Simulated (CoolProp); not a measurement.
n-perfluorohexane along the isobar 1.01 bar: density (kg/m³) from the reference equation and from simpler models built on Tc = 174.9 °C, pc = 17.42 bar, ω = 0.497; each cubic takes its own stable root.

Computed with CoolProp (reference Helmholtz-energy equation of state, Gao 2022).

| T (°C) | phase | reference | Redlich-Kwong | Soave-Redlich-Kwong |
|---|---|---|---|---|
| 99.45 | gas | … | … | 11.47 |
| 107.15 | gas | 11.21 | 11.16 | 11.21 |
| 114.95 | gas | 10.96 | 10.91 | 10.95 |
| 122.65 | gas | 10.72 | 10.68 | 10.71 |
| 130.35 | gas | 10.49 | … | 10.49 |
| 138.15 | gas | 10.27 | … | 10.27 |
| 145.85 | gas | 10.06 | … | 10.06 |
| 153.65 | gas | 9.864 | 9.848 | 9.858 |
| 161.35 | gas | 9.674 | 9.662 | 9.668 |
| 169.15 | gas | 9.489 | 9.481 | 9.484 |
| 176.85 | gas | 9.314 | 9.309 | 9.308 |

### Question
Fill in the missing entries.

### Answer

- 99.45, reference: 11.48
- 99.45, Redlich-Kwong: 11.41
- 130.35, Redlich-Kwong: 10.46
- 138.15, Redlich-Kwong: 10.25
- 145.85, Redlich-Kwong: 10.04
